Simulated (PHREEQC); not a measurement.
# Brine: speciation

Solution (25 °C): 0.65 mol LiCl, 0.011 mol H3BO3 and 0.00011 mol H4SiO4 per kg of water. Closed to the air; pH follows from the charge balance.

Equilibrium calculation in PHREEQC: Pitzer model, pitzer.dat.

Precipitation was switched off in this run.

### Question
What pH, density, osmotic coefficient does the model give?

### Answer
pH 5.40; density 1.013 g/cm³; osmotic coefficient 0.979.
